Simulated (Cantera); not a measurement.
Mixture: CH4 : CO : O2 : N2 = 1 : 0.25 : 1.06 : 3.99 (molar parts), equivalence ratio 2.0, at 57000 Pa, adiabatic and at constant pressure. Ignition delay is the time to a rise of 400 K.

Detailed kinetics in Cantera: GRI-Mech 3.0 (53 species, 325 reactions).

Task: What does this change do: pressure from 57000 Pa to 100000 Pa?

Result: 
| quantity | before | after |
|---|---|---|
| delay at 1248 K | 66.4 ms | 43.6 ms |
| delay at 1398 K | 8.44 ms | 5.71 ms |
| delay at 1548 K | 1.55 ms | 1.03 ms |
| delay at 1698 K | 0.421 ms | 0.265 ms |
| delay at 1848 K | 0.155 ms | 93.8 µs |
| apparent activation energy between 1773 and 1923 K | 170 kJ/mol | 170 kJ/mol |

Task: What does this change do: pressure from 57000 Pa to 38000 Pa?

Result: 
```
quantity                                                before       after
--------------------------------------------------  ----------  ----------
delay at 1248 K                                        66.4 ms     88.5 ms
delay at 1398 K                                        8.44 ms     11.1 ms
delay at 1548 K                                        1.55 ms     2.10 ms
delay at 1698 K                                       0.421 ms    0.596 ms
delay at 1848 K                                       0.155 ms    0.226 ms
apparent activation energy between 1773 and 1923 K  170 kJ/mol  160 kJ/mol
```
